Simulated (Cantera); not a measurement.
A closed system holds: 1 mol SiHCl3, 4 mol N2, 4.1 mol H2, held at 0.340 bar.

Cantera equilibrium calculation (NASA polynomials, part measured and part estimated; ideal gas, pure solids and liquids). Candidate condensed phases: NH4Cl, Si, Si3N4; 28 gas species. N2 is the only nitrogen source here; it is nearly inert below about 1500 K, so the nitride shown seldom forms there in practice. Gases not in the tables: Si2H6 and higher silanes. Rates play no part.

Which condensed phases are stable at each of these points (T (K)): 900, 1000, 1100, 1200, 1300, 1400, 1500, 1600, 1700, 1800, 1900, 2000, 2100?


```tsv
T (K)	condensed phases	Si condensed (%)
900	Si3N4(s)	83.1
1000	Si3N4(s)	86.1
1100	Si3N4(s)	88.3
1200	Si3N4(s)	89.9
1300	Si3N4(s)	90.8
1400	Si3N4(s)	90.6
1500	Si3N4(s)	88.0
1600	Si3N4(s)	80.3
1700	Si3N4(s)	65.6
1800	Si3N4(s)	45.9
1900	Si3N4(s)	25.7
2000	Si(l)	10.8
2100	Si(l)	12.6
```

From 900 K to 1900 K the condensed part is Si3N4(s). From 2000 K to 2100 K the condensed part is Si(l).
